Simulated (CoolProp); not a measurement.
Properties of carbon monoxide along the isotherm 149.9 K.

The numbers come from the reference Helmholtz-energy equation of state, Lemmon 2006 in CoolProp. It is a short technical equation, of lower accuracy than the large ones.

```tsv
p (kPa)	phase	density (kg/m³)	cv (kJ/(kg K))	isothermal compressibility (1/MPa)
5.53	gas	0.1243	0.7423	180.9
9.84	gas	0.2213	0.7424	101.7
17.5	gas	0.3938	0.7426	57.21
31.1	gas	0.7004	0.7428	32.22
55.3	gas	1.247	0.7433	18.15
98.4	gas	2.226	0.7442	10.23
175	gas	3.980	0.7458	5.782
311	gas	7.139	0.7486	3.285
553	gas	12.91	0.7538	1.880
984	gas	23.73	0.7636	1.093
1750	gas	44.93	0.7830	0.6589
```
